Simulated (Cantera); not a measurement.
Charge: 1 mol SiHCl₃, a varied amount of H₂, 0.038 mol Cl₂, held at 1098.15 K and 13.3 mbar.

These are equilibrium values from Cantera (NASA tables, ideal gas, pure condensed phases), not measurements of a reactor. Candidate condensed phases: Si; 19 gas species. Kinetics and transport are ignored.

Question: What share of the Si ends up in condensed phases as a function of n(H₂) (mol), at 21, 37, 54, 70, 86, 100, 120, 130, 150?

Answer: 
```
n(H₂) (mol)  Si condensed (%)     as
-----------  ----------------  -----
21                       39.7  Si(s)
37                       49.7  Si(s)
54                       58.0  Si(s)
70                       64.2  Si(s)
86                       69.2  Si(s)
100                      72.9  Si(s)
120                      77.0  Si(s)
130                      78.8  Si(s)
150                      81.7  Si(s)
```
